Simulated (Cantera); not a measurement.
Mixture: CH₄ : O₂ : N₂ = 1 : 3.51 : 11.6 (molar parts), equivalence ratio 0.57, at 1000000 Pa, adiabatic and at constant pressure. Ignition delay is the time to a rise of 400 K.

Model: GRI-Mech 3.0 (53 species, 325 reactions), integrated in Cantera.

Question: Predict: delay at 1275 K; delay at 1325 K; delay at 1375 K; delay at 1425 K; delay at 1475 K; delay at 1525 K; delay at 1575 K; apparent activation energy between 1475 and 1575 K.

Answer: 
```
Item                                                    Result
--------------------------------------------------  ----------
delay at 1275 K                                        1.36 ms
delay at 1325 K                                       0.779 ms
delay at 1375 K                                       0.459 ms
delay at 1425 K                                       0.277 ms
delay at 1475 K                                       0.172 ms
delay at 1525 K                                       0.110 ms
delay at 1575 K                                        71.4 µs
apparent activation energy between 1475 and 1575 K  170 kJ/mol
```
